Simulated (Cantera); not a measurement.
Input: 1 mol Al, 5.6 mol H2O, 4.2 mol H2, held at 1425 °C and 158 Torr.

Cantera equilibrium calculation (NASA polynomials, part measured and part estimated; ideal gas, pure solids and liquids). Candidate condensed phases: Al, Al2O3, H2O; 19 gas species. Gases not in the tables: Al(OH)3. Rates play no part.

What is the equilibrium state?


```json
{
  "x(H2)": "0.581",
  "x(H2O)": "0.418",
  "x(H)": "0.000241",
  "x(OH)": "8.91e-6",
  "n(Al2O3(s))": "0.500 mol",
  "gas_amount": "9.801 mol",
  "log10 activity of Al(l) (absent)": "-10.13"
}
```
